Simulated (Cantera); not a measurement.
Cantera run:

```python
import numpy as np
import cantera as ct

gas_names = """
    CL CL2 H HCL H2 Si SiCL SiCL2 SiCL3 SiCL4 SiH SiHCL3 SiH2 SiH2CL2 SiH3 SiH3CL SiH4 Si2 Si3
""".split()
cond_names = """
    Si(cr) Si(L)
""".split()


def load(file, names, dense=False):
    # The tables refer to 1 bar. Condensed volumes are neglected.
    table = {s.name: s for s in ct.Species.list_from_file(file)}
    out = []
    for n in names:
        d = dict(table[n].input_data)
        d["thermo"] = dict(d["thermo"], **{"reference-pressure": 1e5})
        if dense:
            d["equation-of-state"] = {"model": "constant-volume", "density": "1e6 g/cm^3"}
        out.append(ct.Species.from_dict(d))
    return out


gas = ct.Solution(thermo="ideal-gas", species=load("nasa_gas.yaml", gas_names))
cond = {s.name: ct.Solution(thermo="fixed-stoichiometry", species=[s], name=s.name)
        for s in load("nasa_condensed.yaml", cond_names, dense=True)}
atoms = {
    'SiHCl3': {'Si': 1, 'H': 1, 'CL': 3},
    'HCl': {'H': 1, 'CL': 1},
    'H2': {'H': 2},
}
top_T = {}  # K; cautious upper limits of use, not melting points


def equilibrate(T, P, feed):
    n = {}
    for name, mol in feed.items():
        for a, k in atoms[name].items():
            n[a] = n.get(a, 0.0) + k * mol
    gas.TPX = T, P, n
    mass = sum(n.values()) * gas.mean_molecular_weight
    gas.equilibrate("TP")
    valid = [c for c in cond.values() if c.min_temp <= T <= top_T.get(c.name, c.max_temp)]
    mix = ct.Mixture([(gas, mass / gas.mean_molecular_weight)] + [(c, 0.0) for c in valid])
    mix.T, mix.P = T, P
    mix.equilibrate("TP", solver="vcs", rtol=1e-11, max_steps=5000)
    return mix


results = []
feed = {'SiHCl3': 1, 'HCl': 0.018, 'H2': 27}  # mol
T = 1323  # K
for P in [100, 260, 670, 1700, 4500, 12000, 30000, 77000, 200000]:
    mix = equilibrate(T, P, feed)
    results.append((T, P, feed, dict(zip(mix.species_names, mix.species_moles))))
    x = sorted(zip(gas.X, gas.species_names), reverse=True)
    print(f"T = {T:g} K  P = {P:g} Pa  gas = {mix.phase_moles(0):.4g} mol")
    print("   x: " + "  ".join(f"{s} {v:.3e}" for v, s in x if v > 0.001))
    print("   condensed (mol): " + ("  ".join(f"{mix.phase(i).name} {mix.phase_moles(i):.4g}"
          for i in range(1, mix.n_phases) if mix.phase_moles(i) > 1e-12) or "none"))
```

It prints:

```
T = 1323 K  P = 100 Pa  gas = 29.01 mol
   x: H2 9.122e-01  HCL 7.184e-02  SiCL2 1.547e-02
   condensed (mol): Si(cr) 0.5395
T = 1323 K  P = 260 Pa  gas = 29.01 mol
   x: H2 9.127e-01  HCL 7.135e-02  SiCL2 1.525e-02
   condensed (mol): Si(cr) 0.5373
T = 1323 K  P = 670 Pa  gas = 28.99 mol
   x: H2 9.135e-01  HCL 7.044e-02  SiCL2 1.485e-02
   condensed (mol): Si(cr) 0.5335
T = 1323 K  P = 1700 Pa  gas = 28.97 mol
   x: H2 9.149e-01  HCL 6.878e-02  SiCL2 1.414e-02  SiCL3 1.209e-03
   condensed (mol): Si(cr) 0.5268
T = 1323 K  P = 4500 Pa  gas = 28.93 mol
   x: H2 9.175e-01  HCL 6.570e-02  SiCL2 1.286e-02  SiCL3 1.707e-03  SiCL4 1.240e-03
   condensed (mol): Si(cr) 0.5146
T = 1323 K  P = 12000 Pa  gas = 28.86 mol
   x: H2 9.218e-01  HCL 6.070e-02  SiCL2 1.093e-02  SiCL4 2.386e-03  SiCL3 2.184e-03  SiHCL3 1.838e-03
   condensed (mol): Si(cr) 0.4936
T = 1323 K  P = 30000 Pa  gas = 28.77 mol
   x: H2 9.270e-01  HCL 5.433e-02  SiCL2 8.706e-03  SiCL4 3.786e-03  SiHCL3 3.277e-03  SiCL3 2.455e-03
   condensed (mol): Si(cr) 0.4636
T = 1323 K  P = 77000 Pa  gas = 28.66 mol
   x: H2 9.331e-01  HCL 4.670e-02  SiCL2 6.389e-03  SiHCL3 5.305e-03  SiCL4 5.233e-03  SiCL3 2.472e-03
   condensed (mol): Si(cr) 0.421
T = 1323 K  P = 200000 Pa  gas = 28.54 mol
   x: H2 9.391e-01  HCL 3.871e-02  SiHCL3 7.799e-03  SiCL4 6.337e-03  SiCL2 4.362e-03  SiCL3 2.248e-03  SiH2CL2 1.375e-03
   condensed (mol): Si(cr) 0.3666
```

Method: chemical equilibrium by Gibbs-energy minimisation in Cantera with the NASA 1993 tables (ideal gas, pure condensed phases). The tables' values for SiCl3 are old estimates; treat these amounts as uncertain.
